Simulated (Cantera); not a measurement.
An isothermal, constant-pressure homogeneous reactor starts with 52.1 % N2O, 0.990 % H2, 46.9 % N2, at 1450 K and 2100 Pa.

Detailed kinetics in Cantera: GRI-Mech 3.0 (53 species, 325 reactions). GRI-Mech 3.0 was tuned for natural gas; its chemistry of N2O as a main component is partial and can be far from experiment. Radical loss at walls, strong at low pressure, is not modelled. The temperature is held fixed by assumption; the heat of reaction is taken as removed at once.

Q: Predict: x(N2O) at 200 s; x(H2) at 200 s; x(O2) at 200 s; x(N2) at 200 s; x(H) at 200 s.

A: 
| Property | Value |
|---|---|
| x(N2O) at 200 s | 1.55e-6 (gas-phase equilibrium 8.48e-9) |
| x(H2) at 200 s | 1.28e-7 (gas-phase equilibrium 1.15e-7) |
| x(O2) at 200 s | 0.165 (gas-phase equilibrium 0.203) |
| x(N2) at 200 s | 0.750 (gas-phase equilibrium 0.788) |
| x(H) at 200 s | 2.37e-8 (gas-phase equilibrium 2.23e-8) |
